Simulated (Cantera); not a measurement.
A closed system holds: 1 mol Fe₂O₃, 0.34 mol C, 0.37 mol H₂, at 570 Pa.

Method: chemical equilibrium by Gibbs-energy minimisation in Cantera with the NASA 1993 tables (ideal gas, pure condensed phases). Candidate condensed phases: C, C₆H₆, C₇H₈, C₈H₁₈, Fe, Fe(CO)₅, FeO, Fe(OH)₂, Fe(OH)₃, Fe₂O₃, Fe₃O₄, H₂O; 114 gas species. The tables' stoichiometric FeO is somewhat more stable than real wüstite, so its field is too wide. FeO: taken at fixed stoichiometry. Rates play no part. All values below are at 1548 K.

Base state: H₂O 0.500, CO₂ 0.429, CO 0.0497, H₂ 0.0208, H 5.88e-5, OH 4.73e-5, Fe(OH)₂ 1.21e-5 (mole fractions); condensed: FeO(s).

Task: What changes in the equilibrium state with this change: C from 0.34 to 1.6 mol?

Result: 
```tsv
species	before	after
CO	0.0497	0.702
H₂	0.0208	0.131
CO₂	0.429	0.110
H₂O	0.500	0.0572
Fe	1.28e-6	7.07e-5
OH	4.73e-5	2.16e-6
Fe(OH)₂	1.21e-5	1.39e-6
FeO(s), mol	2.00	1.07
Fe(γ), mol	0	0.930
```
Mutual solubility and eutectic melting of coexisting phases are not modelled.
